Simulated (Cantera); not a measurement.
A perfectly stirred reactor is fed with 0.865 % CO, 0.962 % O2, 2.02 % H2O, 96.2 % N2, at 7500 Torr; it is held at 1475 K, and followed from long to short residence time.

Cantera simulation using GRI-Mech 3.0 (53 species, 325 reactions); the numbers are that mechanism's predictions, not measurements.

x: mole fraction; the columns are a selection and need not sum to one.

| τ (s) | x CO | x O2 | x H2O | x H2O2 | x O | x HO2 |
|---|---|---|---|---|---|---|
| 4.5 | 6.26e-6 | 0.00531 | 0.0203 | 2.74e-9 | 2.29e-7 | 3.67e-8 |
| 0.82 | 2.17e-5 | 0.00532 | 0.0203 | 6.41e-9 | 5.67e-7 | 1.15e-7 |
| 0.15 | 7.37e-5 | 0.00534 | 0.0203 | 1.54e-8 | 1.51e-6 | 3.71e-7 |
| 0.027 | ? | 0.00543 | 0.0202 | ? | ? | ? |
| 0.0049 | 0.000797 | 0.00570 | 0.0202 | 8.40e-8 | 1.28e-5 | 3.04e-6 |
| 0.00088 | ? | ? | 0.0201 | ? | ? | ? |
| 0.00016 | 0.00515 | 0.00788 | 0.0200 | 2.66e-7 | 7.35e-5 | 1.03e-5 |

Problem. Fill in the missing entries.

Solution. 
- 0.027, x CO: 0.000249
- 0.027, x H2O2: 3.68e-8
- 0.027, x O: 4.33e-6
- 0.027, x HO2: 1.15e-6
- 0.00088, x CO: 0.00229
- 0.00088, x O2: 0.00645
- 0.00088, x H2O2: 1.73e-7
- 0.00088, x O: 3.57e-5
- 0.00088, x HO2: 6.42e-6
